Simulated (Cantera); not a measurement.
Input: 1 mol V2O3, 15 mol H2, 0.56 mol H2O, held at 2.30 mbar.

These are equilibrium values from Cantera (NASA tables, ideal gas, pure condensed phases), not measurements of a reactor. Candidate condensed phases: H2O, V, VO, V2O3, V2O4, V2O5; 12 gas species. Condensed phases not in the tables: the oxides between V2O3 and V2O5 other than VO2. Rates play no part.

### Question
At 1673 K, list the 4 most abundant gas species with their mole fractions, and the condensed phases.

### Answer
H2 0.962, H2O 0.0359, H 0.00233, VO2 2.72e-5. Condensed: V2O3(s).
